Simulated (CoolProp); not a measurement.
Saturation properties of ammonia.

The numbers come from the reference Helmholtz-energy equation of state, Gao 2020 in CoolProp.

```tsv
T (°C)	p (MPa)	liquid density (kg/m³)	enthalpy of vaporisation (kJ/kg)	surface tension (mN/m)	liquid conductivity (mW/(m K))
46.45	1.852	569.0	1069	15.7	426
53.15	2.204	557.5	1035	___	___
59.75	___	545.8	999.2	12.8	390
66.45	3.050	533.2	960.7	11.4	373
73.15	3.559	520.0	919.6	___	355
79.85	4.128	506.0	875.2	8.63	338
86.55	4.762	___	827.1	7.31	320
93.15	5.457	475.1	775.3	6.05	303
99.85	6.237	457.2	717.0	4.82	285
106.55	7.099	437.2	___	3.64	268
```

Question: Some entries are withheld; supply them.

Answer: 
- 53.15, surface tension (mN/m): 14.2
- 53.15, liquid conductivity (mW/(m K)): 408
- 59.75, p (MPa): 2.599
- 73.15, surface tension (mN/m): 9.98
- 86.55, liquid density (kg/m³): 491.0
- 106.55, enthalpy of vaporisation (kJ/kg): 651.2

It boils at -33.3 °C under 1 atm.

Thermal conductivity comes from a separate model (Tufeu 1984). Surface tension comes from a separate correlation (Mulero 2012).
